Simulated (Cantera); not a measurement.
Charge: 1 mol Cr, 0.24 mol H2O, held at 8.70 bar.

Cantera equilibrium calculation (NASA polynomials, part measured and part estimated; ideal gas, pure solids and liquids). Candidate condensed phases: Cr, Cr2O3, H2O; 13 gas species. Mutual solubility and eutectic melting of coexisting phases are not modelled. Rates play no part.

Q: At 2073 K, list the 4 most abundant gas species with their mole fractions, and the condensed phases.

A: H2 0.980, H2O 0.0190, H 0.000883, Cr 0.000289. Condensed: Cr(s) + Cr2O3(s).
